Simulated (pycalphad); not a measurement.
Source of the numbers: pycalphad with the COST 507 light-alloy database (1999); pressure 1 atm. These are 1990s assessments: newer ones move some temperatures and phases. Phase fractions are per mole of atoms.

Question: Give the equilibrium state of Fe-3.07Si (at.%) at 1350 K.

Answer: bcc, fraction 0.516, with 3.3 Si at.%; fcc, fraction 0.484, with 2.8 Si at.%.
